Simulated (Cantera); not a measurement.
A freely propagating, adiabatic, planar premixed flame of 15.3 % CH₄, 21.9 % O₂, 62.8 % N₂, equivalence ratio 1.4, unburnt at 375 K and 1.01 bar; mixture-averaged transport, grid criteria slope 0.08 and curve 0.16, no radiation.

Cantera simulation using GRI-Mech 3.0 (53 species, 325 reactions); the numbers are that mechanism's predictions, not measurements. Burning velocities carry a grid error of a few per cent, more on coarse grids.

x: mole fraction of selected species; z is measured from the peak of heat release.

```json
[
 {"z (mm)": "-1.32", "T (K)": "375", "u (m/s)": "0.495", "x CH₄": "0.153", "x O₂": "0.219", "x OH": "<1e-8", "x H₂O": "1.78e-5", "x HCN": "<1e-8", "x O": "<1e-8"},
 {"z (mm)": "-0.882", "T (K)": "377", "u (m/s)": "0.500", "x CH₄": "0.152", "x O₂": "0.217", "x OH": "<1e-8", "x H₂O": "0.000287", "x HCN": "<1e-8", "x O": "<1e-8"},
 {"z (mm)": "-0.662", "T (K)": "389", "u (m/s)": "0.519", "x CH₄": "0.150", "x O₂": "0.215", "x OH": "<1e-8", "x H₂O": "0.00165", "x HCN": "2.79e-8", "x O": "<1e-8"},
 {"z (mm)": "-0.441", "T (K)": "[?]", "u (m/s)": "0.681", "x CH₄": "0.140", "x O₂": "0.206", "x OH": "[?]", "x H₂O": "[?]", "x HCN": "[?]", "x O": "[?]"},
 {"z (mm)": "-0.221", "T (K)": "1057", "u (m/s)": "1.48", "x CH₄": "0.0948", "x O₂": "0.155", "x OH": "1.54e-5", "x H₂O": "0.0772", "x HCN": "7.51e-6", "x O": "6.12e-6"},
 {"z (mm)": "-0.110", "T (K)": "1513", "u (m/s)": "2.15", "x CH₄": "0.0532", "x O₂": "0.101", "x OH": "0.000163", "x H₂O": "0.130", "x HCN": "1.76e-5", "x O": "6.16e-5"},
 {"z (mm)": "0", "T (K)": "1909", "u (m/s)": "2.76", "x CH₄": "0.0158", "x O₂": "0.0452", "x OH": "0.00102", "x H₂O": "0.179", "x HCN": "3.52e-5", "x O": "0.000241"},
 {"z (mm)": "0.110", "T (K)": "2103", "u (m/s)": "3.05", "x CH₄": "0.00253", "x O₂": "0.0143", "x OH": "0.00241", "x H₂O": "0.203", "x HCN": "5.31e-5", "x O": "0.000342"},
 {"z (mm)": "0.221", "T (K)": "2163", "u (m/s)": "3.13", "x CH₄": "0.000373", "x O₂": "0.00414", "x OH": "0.00311", "x H₂O": "0.208", "x HCN": "5.30e-5", "x O": "0.000316"},
 {"z (mm)": "0.441", "T (K)": "2189", "u (m/s)": "3.16", "x CH₄": "1.42e-5", "x O₂": "0.000613", "x OH": "0.00321", "x H₂O": "0.208", "x HCN": "3.28e-5", "x O": "0.000259"},
 {"z (mm)": "0.882", "T (K)": "2203", "u (m/s)": "3.18", "x CH₄": "[?]", "x O₂": "[?]", "x OH": "[?]", "x H₂O": "0.207", "x HCN": "[?]", "x O": "[?]"},
 {"z (mm)": "1.76", "T (K)": "2218", "u (m/s)": "3.20", "x CH₄": "<1e-8", "x O₂": "0.000168", "x OH": "0.00238", "x H₂O": "0.208", "x HCN": "2.26e-6", "x O": "0.000132"},
 {"z (mm)": "3.53", "T (K)": "2235", "u (m/s)": "3.22", "x CH₄": "<1e-8", "x O₂": "9.31e-5", "x OH": "0.00180", "x H₂O": "0.209", "x HCN": "2.59e-7", "x O": "7.31e-5"}
]
```

Some entries are withheld; supply them.


- -0.441, T (K): 502
- -0.441, x OH: 3.53e-7
- -0.441, x H₂O: 0.0145
- -0.441, x HCN: 6.02e-7
- -0.441, x O: 2.06e-8
- 0.882, x CH₄: 1.54e-7
- 0.882, x O₂: 0.000256
- 0.882, x OH: 0.00287
- 0.882, x HCN: 1.15e-5
- 0.882, x O: 0.000198
